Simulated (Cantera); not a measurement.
Input: 1 mol Si, 7.9 mol H2, held at 1450 °C and 0.310 bar.

Method: chemical equilibrium by Gibbs-energy minimisation in Cantera with the NASA 1993 tables (ideal gas, pure condensed phases). Candidate condensed phases: Si; 9 gas species. Gases not in the tables: Si2H6 and higher silanes. The numbers say what is thermodynamically allowed, not how fast it happens.

Base state: H2 1.000, H 0.000328, SiH2 1.70e-5 (mole fractions); condensed: Si(l).

Task: What changes in the equilibrium state with this change: Si replaced by SiCl4?

Result: 
```tsv
species	before	after
H2	1.000	0.707
HCl	0	0.191
SiCl2	0	0.0907
SiCl3	0	0.00826
SiCl4	0	0.00141
Si(l), mol	1.000	0
```
The tables' values for SiCl3, SiCl are old estimates; treat these amounts as uncertain.

Task: What changes in the equilibrium state with this change: 0.42 mol HCl added?

Result: 
```csv
species,before,after
H2,1.000,0.955
HCl,0,0.0391
SiCl2,0,0.00553
SiCl3,0,8.84e-5
SiHCl3,0,1.34e-5
"Si(l), mol",1.000,0.953
```
The tables' values for SiCl3 are old estimates; treat these amounts as uncertain.
